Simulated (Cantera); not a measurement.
A perfectly stirred reactor is fed with NH₃ : N₂ = 1 : 15 (molar parts), at 0.200 bar; it is held at 2175 K, and followed from long to short residence time.

Computed with Cantera and the gas-phase N/H chemistry of the illustrative SiF4/NH3 mechanism in the Surface Chemkin manual (1991). Walls and surfaces, which speed up NH3 decomposition in real reactors, are not modelled.

One state of this run: x NH₃ = 0.0551; x N₂H₄ = 7.99e-9; x H = 3.71e-5; x N₂H₂ = 6.85e-7; x H₂ = 0.00982; x N₂ = 0.934. x: mole fraction; the columns are a selection and need not sum to one.

Task: Which value of τ (s) does it belong to?
A) 0.010
B) 0.024
C) 0.0042
D) 0.31

Result: C, 0.0042
